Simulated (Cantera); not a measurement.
Charge: 1 mol SiH₄, 0.64 mol Cl₂, 38 mol N₂, held at 1723 K and 1.58 Torr.

These are equilibrium values from Cantera (NASA tables, ideal gas, pure condensed phases), not measurements of a reactor. The tables' values for SiCl, SiCl₃, SiN are old estimates; treat these amounts as uncertain. Equilibrium is a limit: real reactors are often held back by kinetics, nucleation or transport.

| species | before | after |
|---|---|---|
| N₂ | 0.934 | 0.934 |
| H₂ | 0.0432 | 0.0416 |
| HCl | 0.0112 | 0.0159 |
| SiCl₂ | 0.00997 | 0.00785 |
| Si₂N | 2.05e-5 | 1.26e-6 |
| Si | 0.000468 | 3.36e-5 |
| SiN | 1.16e-5 | 1.91e-6 |
| SiCl | 0.000161 | 3.82e-5 |
| SiCl₃ | 1.76e-5 | 4.60e-5 |
| H | 0.000827 | 0.000355 |
| Si(l), mol | 0.566 | 0 |
| Si₃N₄(s), mol | 0 | 0.226 |
Gas species are given as mole fractions.

Problem. What was changed between the two runs?
A) temperature from 1723 K to 1275 K
B) pressure from 1.58 Torr to 8.25 Torr
C) temperature from 1723 K to 1248 K
D) Cl₂ from 0.64 to 0.031 mol

Solution. B, pressure from 1.58 Torr to 8.25 Torr. The tables' values for SiCl₃, SiCl are old estimates; treat these amounts as uncertain
